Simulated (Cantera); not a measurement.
A perfectly stirred reactor is fed with NH₃ : H₂ = 1 : 2.2 (molar parts), at 33.0 Torr; it is held at 2348 K, and followed from long to short residence time.

Computed with Cantera and the gas-phase N/H chemistry of the illustrative SiF4/NH3 mechanism in the Surface Chemkin manual (1991). Walls and surfaces, which speed up NH3 decomposition in real reactors, are not modelled.

What does this change do: temperature 2348 to 1775 K?


| quantity | before | after |
|---|---|---|
| x(NH₃) at τ = 6.10 s | 8.34e-5 | 0.179 |
| x(H₂) at τ = 6.10 s | 0.836 | 0.770 |
| x(N₂H₄) at τ = 6.10 s | <1e-12 | 3.34e-9 |
| x(NH₂) at τ = 6.10 s | 1.50e-5 | 0.000144 |
| x(N₂H₂) at τ = 6.10 s | 2.82e-9 | 3.58e-7 |
| x(NH₃) at τ = 0.160 s | 0.0445 | 0.306 |
| x(H₂) at τ = 0.160 s | 0.849 | 0.691 |
| x(N₂H₄) at τ = 0.160 s | 8.05e-10 | 6.38e-9 |
| x(NH₂) at τ = 0.160 s | 0.000656 | 0.000199 |
| x(N₂H₂) at τ = 0.160 s | 9.31e-7 | 6.60e-7 |

What does this change do: NH3 1 to 0.23 parts?


| quantity | before | after |
|---|---|---|
| x(NH₃) at τ = 6.10 s | 8.34e-5 | 4.55e-5 |
| x(H₂) at τ = 6.10 s | 0.836 | 0.904 |
| x(N₂H₄) at τ = 6.10 s | <1e-12 | <1e-12 |
| x(NH₂) at τ = 6.10 s | 1.50e-5 | 8.59e-6 |
| x(N₂H₂) at τ = 6.10 s | 2.82e-9 | 9.06e-10 |
| x(NH₃) at τ = 0.160 s | 0.0445 | 0.0115 |
| x(H₂) at τ = 0.160 s | 0.849 | 0.943 |
| x(N₂H₄) at τ = 0.160 s | 8.05e-10 | 1.54e-10 |
| x(NH₂) at τ = 0.160 s | 0.000656 | 0.000287 |
| x(N₂H₂) at τ = 0.160 s | 9.31e-7 | 2.69e-7 |
